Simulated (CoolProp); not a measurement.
Saturation properties of fluorine.

Values from CoolProp's reference Helmholtz-energy equation of state, de Reuck 1990.

| T (K) | p (MPa) | liquid cp (kJ/(kg K)) | surface tension (mN/m) |
|---|---|---|---|
| 108.4 | 0.7983 | [?] | [?] |
| 110.4 | 0.9130 | 1.684 | 6.84 |
| 112.4 | 1.039 | 1.711 | 6.35 |
| 114.4 | 1.177 | 1.742 | [?] |
| 116.4 | 1.328 | 1.777 | 5.40 |
| 118.3 | 1.484 | 1.816 | 4.95 |
| 120.3 | 1.662 | 1.865 | 4.50 |
| 122.3 | 1.854 | 1.923 | [?] |
| 124.3 | 2.062 | [?] | 3.61 |
| 126.3 | 2.287 | 2.079 | [?] |
| 128.3 | 2.528 | 2.188 | 2.75 |
| 130.2 | 2.774 | 2.320 | [?] |
| 132.2 | 3.052 | 2.505 | 1.96 |
| 134.2 | 3.349 | 2.761 | 1.58 |

Some entries are withheld; supply them.


- 108.4, liquid cp (kJ/(kg K)): 1.660
- 108.4, surface tension (mN/m): 7.33
- 114.4, surface tension (mN/m): 5.87
- 122.3, surface tension (mN/m): 4.05
- 124.3, liquid cp (kJ/(kg K)): 1.993
- 126.3, surface tension (mN/m): 3.17
- 130.2, surface tension (mN/m): 2.36

It boils at 85.0 K under 1 atm.

Surface tension comes from a separate correlation (Mulero 2012).
